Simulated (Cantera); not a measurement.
Charge: 1 mol CaCO3, a varied amount of O2, 1.7 mol CO2, at 1198.15 K and 220000 Pa.

These are equilibrium values from Cantera (NASA tables, ideal gas, pure condensed phases), not measurements of a reactor. Candidate condensed phases: C, Ca, CaCO3, CaO; 15 gas species. Mutual solubility and eutectic melting of coexisting phases are not modelled. Kinetics and transport are ignored.

Q: Which condensed phases are stable at each of these points (n(O2) (mol)): 0.42, 0.59, 0.82, 1.1, 1.6, 2.2, 3.1, 4.4, 6.2, 8.6?

A: 
```
n(O2) (mol)         condensed phases  Ca condensed (%)
-----------  -----------------------  ----------------
0.42                  CaCO3(calcite)             100.0
0.59                  CaCO3(calcite)             100.0
0.82         CaCO3(calcite) + CaO(s)             100.0
1.1                           CaO(s)             100.0
1.6                           CaO(s)             100.0
2.2                           CaO(s)             100.0
3.1                           CaO(s)             100.0
4.4                           CaO(s)             100.0
6.2                           CaO(s)             100.0
8.6                           CaO(s)             100.0
```

From 0.42 mol O2 to 0.59 mol O2 the condensed part is CaCO3(calcite). At 0.82 mol O2 the condensed part is CaCO3(calcite) + CaO(s). From 1.1 mol O2 to 8.6 mol O2 the condensed part is CaO(s).
